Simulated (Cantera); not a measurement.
# Hydrocarbon pyrolysis for carbon deposition

A perfectly stirred reactor is fed with C2H6 : H2 = 1 : 2 (molar parts), at 34.5 Torr; it is held at 1150 K, and followed from long to short residence time.

Detailed kinetics in Cantera: GRI-Mech 3.0 (53 species, 325 reactions). GRI-Mech 3.0 stops at C3 and has no aromatics, soot or wall deposition, so with more carbon than oxygen in the feed, carbon stays in small species such as C2H2 where larger ones or solid carbon would form. Radical loss at walls, strong at low pressure, is not modelled.

| τ (s) | x C2H6 | x H2 | x CH3 | x CH2 | x H | x C2H2 | x C2H |
|---|---|---|---|---|---|---|---|
| 17 | 0.00411 | 0.719 | 9.59e-6 | 2.71e-11 | 4.48e-6 | 0.0783 | 5.31e-11 |
| 4.2 | 0.0102 | 0.717 | 1.30e-5 | 5.15e-11 | 6.22e-6 | 0.0542 | 5.12e-11 |
| 1.0 | 0.0296 | 0.709 | 1.94e-5 | 1.04e-10 | 7.91e-6 | 0.0253 | 3.07e-11 |
| 0.25 | 0.0861 | 0.700 | 2.91e-5 | 1.95e-10 | 8.52e-6 | 0.00733 | 9.70e-12 |
| 0.062 | 0.198 | 0.687 | 3.83e-5 | 3.02e-10 | 7.92e-6 | 0.00112 | 1.41e-12 |
| 0.015 | 0.291 | 0.674 | 3.68e-5 | 2.85e-10 | 6.80e-6 | 8.10e-5 | <1e-12 |
| 0.0037 | 0.326 | 0.668 | 1.84e-5 | 8.44e-11 | 4.23e-6 | 2.20e-6 | <1e-12 |
x: mole fraction; the columns are a selection and need not sum to one.
